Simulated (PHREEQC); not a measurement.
A solution holds 0.031 mol KHCO3 and 0.017 mol NaF per kg of water, at 60 °C. Closed to the air; pH follows from the charge balance.

Model: ion-association model, wateq4f.dat, run in PHREEQC.

Task: The ionic strength comes out as 0.0478 mol/kgw. What activity coefficients do HCO3-, F-, OH-, CO3-2, Na+ get?

Result: HCO3- 0.82, F- 0.80, OH- 0.80, CO3-2 0.45, Na+ 0.81.

No solid was allowed to form. Complexes and solids missing from the database can't appear. Away from 25 °C the constants follow the database's enthalpies or fits; those with neither stay at their 25 °C values.
